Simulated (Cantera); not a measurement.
**Equilibrium for hydrogen reduction and annealing atmospheres: PbO + H2**

Feed: 1 mol PbO, a varied amount of H2, at 1300 °C and 0.133 bar.

Method: chemical equilibrium by Gibbs-energy minimisation in Cantera with the NASA 1993 tables (ideal gas, pure condensed phases). Candidate condensed phases: H2O, Pb, PbO, PbO2, Pb3O4; 12 gas species. Gases not in the tables: (PbO)n polymers. Equilibrium is a limit: real reactors are often held back by kinetics, nucleation or transport.

```
n(H2) (mol)      x H2   x H2O    x Pb     x PbO     x Pb2       x H     x OH  n Pb(l)
-----------  --------  ------  ------  --------  --------  --------  -------  -------
0.8          0.000868   0.510   0.361     0.128  0.000235   3.29e-6  6.97e-5    0.233
1.1            0.0600   0.577   0.361   0.00210  0.000235   2.73e-5  9.49e-6    0.373
1.5             0.213   0.425   0.361  0.000436  0.000235   5.15e-5  3.71e-6    0.151
2.1             0.355   0.322   0.322  0.000177  0.000188   6.65e-5  2.18e-6        0
2.9             0.487   0.256   0.256   8.17e-5  0.000119   7.79e-5  1.48e-6        0
4.1             0.608   0.196   0.196   3.83e-5   6.94e-5   8.70e-5  1.01e-6        0
5.6             0.697   0.151   0.151   2.00e-5   4.15e-5   9.31e-5  7.31e-7        0
7.8             0.773   0.114   0.114   1.01e-5   2.33e-5   9.80e-5  5.21e-7        0
11              0.833  0.0833  0.0833   5.05e-6   1.25e-5  0.000102  3.68e-7        0
```
x: gas mole fraction; n: condensed amount in mol.

From 0.8 mol H2 to 1.5 mol H2 the condensed part is Pb(l). From 2.1 mol H2 to 11 mol H2 nothing is condensed.
